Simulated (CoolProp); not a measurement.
Saturation properties of n-pentane.

Model: reference Helmholtz-energy equation of state, Thol 2019, in CoolProp.

```
T (K)   p (MPa)  vapour Z  surface tension (mN/m)
-----  --------  --------  ----------------------
235    0.003071    0.9968                    22.6
254    0.009459    0.9923                    20.4
273     0.02429    0.9844                    18.3
292     0.05410    0.9719                    16.1
311      0.1077    0.9540                    14.0
330      0.1958    0.9299                    12.0
349      0.3310    0.8989                    10.0
368      0.5273    0.8602                    8.07
387      0.8001    0.8128                    6.22
406       1.166    0.7550                    4.46
425       1.644    0.6836                    2.83
```

It boils at 309.2 K under 1 atm.

Surface tension comes from a separate correlation (Mulero 2012).
